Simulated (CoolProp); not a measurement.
R1224YDZ along the isobar 1.17 MPa: density (kg/m³) from the reference equation and from simpler models built on Tc = 428.7 K, pc = 3.334 MPa, ω = 0.325; each cubic takes its own stable root.

Values from CoolProp's reference Helmholtz-energy equation of state, Akasaka 2023.

```json
[
 {"T (K)": "303.3", "phase": "liquid", "reference": "1349"},
 {"T (K)": "327.6", "phase": "liquid", "reference": "1278"},
 {"T (K)": "351.8", "phase": "liquid", "reference": "1198"},
 {"T (K)": "376.1", "phase": "gas", "reference": "73.30"},
 {"T (K)": "400.4", "phase": "gas", "reference": "63.53"},
 {"T (K)": "424.6", "phase": "gas", "reference": "57.13"},
 {"T (K)": "448.9", "phase": "gas", "reference": "52.34"},
 {"T (K)": "473.1", "phase": "gas", "reference": "48.53"}
]
```

Question: How far does each simpler model (Redlich-Kwong, Soave-Redlich-Kwong) lie from the reference over these 8 states: mean and median of the absolute difference, and the worst?

Answer: 
- Redlich-Kwong: mean 7.1 %, median 3.2 %, worst -18.0 % at 351.8 K and 1.17 MPa
- Soave-Redlich-Kwong: mean 4.8 %, median 1.5 %, worst -12.5 % at 351.8 K and 1.17 MPa
